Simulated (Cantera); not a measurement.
Feed: 1 mol Si, 0.42 mol O₂, 160 mol N₂, at 36.0 Pa.

These are equilibrium values from Cantera (NASA tables, ideal gas, pure condensed phases), not measurements of a reactor. Candidate condensed phases: Si, SiO₂, Si₂N₂O, Si₃N₄; 16 gas species. Kinetics and transport are ignored.

**Question.** At 2075 K, list the 3 most abundant gas species with their mole fractions, and the condensed phases.

**Answer.** N₂ 0.994, SiO 0.00522, Si 0.000990. Condensed: gas only.
